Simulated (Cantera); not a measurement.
A freely propagating, adiabatic, planar premixed flame of CH4 : O2 : N2 = 1 : 2 : 8.2 (molar parts), equivalence ratio 1.0, unburnt at 425 K and 6.22 atm; mixture-averaged transport, grid criteria slope 0.08 and curve 0.16, no radiation.

Detailed kinetics in Cantera: GRI-Mech 3.0 (53 species, 325 reactions). Burning velocities carry a grid error of a few per cent, more on coarse grids.

**Question.** What does this change do: O2 2 to 2.5 parts?

**Answer.** 
| quantity | before | after |
|---|---|---|
| laminar burning velocity | 26.1 cm/s | 32.7 cm/s |
| thermal thickness | 0.132 mm | 0.104 mm |
| peak x(HCN) | 4.02e-6 | 8.32e-7 |
| peak x(C2H6) | 0.000684 | 0.000540 |
| peak x(CH3) | 0.00123 | 0.00114 |
| peak x(C2H) | 2.31e-7 | 9.36e-8 |

**Question.** What does this change do: inlet temperature 425 to 475 K?

**Answer.** 
| quantity | before | after |
|---|---|---|
| laminar burning velocity | 26.1 cm/s | 32.9 cm/s |
| thermal thickness | 0.132 mm | 0.121 mm |
| peak x(HCN) | 4.02e-6 | 4.34e-6 |
| peak x(C2H6) | 0.000684 | 0.000716 |
| peak x(CH3) | 0.00123 | 0.00135 |
| peak x(C2H) | 2.31e-7 | 2.69e-7 |

**Question.** What does this change do: CH4 1 to 0.76 parts?

**Answer.** 
```
quantity                     before      after
------------------------  ---------  ---------
laminar burning velocity  26.1 cm/s  15.6 cm/s
thermal thickness          0.132 mm   0.184 mm
peak x(HCN)                 4.02e-6    2.43e-7
peak x(C2H6)               0.000684   0.000364
peak x(CH3)                 0.00123   0.000517
peak x(C2H)                 2.31e-7    1.95e-8
```
